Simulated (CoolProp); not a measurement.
The numbers come from the reference Helmholtz-energy equation of state, Thol 2016 in CoolProp.

Q: For hexamethyldisiloxane (MM), give the phase and the density (kg/m³), cp (kJ/(kg K)), cv (kJ/(kg K)), isothermal compressibility (1/MPa) at 559.5 K and 2.63 MPa.

A: 
- 559.5 K and 2.63 MPa: supercritical; density 173, cp 2.97, cv 2.18, isothermal compressibility 0.800
